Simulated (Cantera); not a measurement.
An adiabatic, constant-pressure homogeneous reactor starts with CO : H₂ : O₂ : N₂ = 1 : 0.073 : 0.766 : 3.3 (molar parts), at 1425 K and 180 Torr. Integrator tolerance rtol = 1e-08.

Model: GRI-Mech 3.0 (53 species, 325 reactions), integrated in Cantera.

Problem. What does this change do: O2 0.766 to 0.39 parts?

Solution. 
```json
[
 {"quantity": "time of steepest temperature rise", "before": "0.219 ms", "after": "0.271 ms"},
 {"quantity": "temperature at 4.00 s", "before": "2517 K", "after": "2453 K"},
 {"quantity": "equilibrium temperature", "before": "2517 K", "after": "2453 K"},
 {"quantity": "x(CO) at 4.00 s", "before": "0.0521 (gas-phase equilibrium 0.0521)", "after": "0.0881 (gas-phase equilibrium 0.0881)"},
 {"quantity": "x(H₂) at 4.00 s", "before": "0.000598 (gas-phase equilibrium 0.000598)", "after": "0.00137 (gas-phase equilibrium 0.00137)"},
 {"quantity": "x(O₂) at 4.00 s", "before": "0.0634 (gas-phase equilibrium 0.0634)", "after": "0.00830 (gas-phase equilibrium 0.00830)"},
 {"quantity": "x(NO₂) at 4.00 s", "before": "2.86e-6 (gas-phase equilibrium 2.86e-6)", "after": "3.72e-7 (gas-phase equilibrium 3.72e-7)"},
 {"quantity": "x(HO₂) at 4.00 s", "before": "1.43e-6 (gas-phase equilibrium 1.43e-6)", "after": "2.81e-7 (gas-phase equilibrium 2.81e-7)"}
]
```

Problem. What does this change do: CO 1 to 1.5 parts?

Solution. 
```json
[
 {"quantity": "time of steepest temperature rise", "before": "0.219 ms", "after": "0.225 ms"},
 {"quantity": "temperature at 4.00 s", "before": "2517 K", "after": "2606 K"},
 {"quantity": "equilibrium temperature", "before": "2517 K", "after": "2606 K"},
 {"quantity": "x(CO) at 4.00 s", "before": "0.0521 (gas-phase equilibrium 0.0521)", "after": "0.112 (gas-phase equilibrium 0.112)"},
 {"quantity": "x(H₂) at 4.00 s", "before": "0.000598 (gas-phase equilibrium 0.000598)", "after": "0.000895 (gas-phase equilibrium 0.000895)"},
 {"quantity": "x(O₂) at 4.00 s", "before": "0.0634 (gas-phase equilibrium 0.0634)", "after": "0.0414 (gas-phase equilibrium 0.0414)"},
 {"quantity": "x(NO₂) at 4.00 s", "before": "2.86e-6 (gas-phase equilibrium 2.86e-6)", "after": "1.90e-6 (gas-phase equilibrium 1.90e-6)"},
 {"quantity": "x(HO₂) at 4.00 s", "before": "1.43e-6 (gas-phase equilibrium 1.43e-6)", "after": "1.16e-6 (gas-phase equilibrium 1.16e-6)"}
]
```
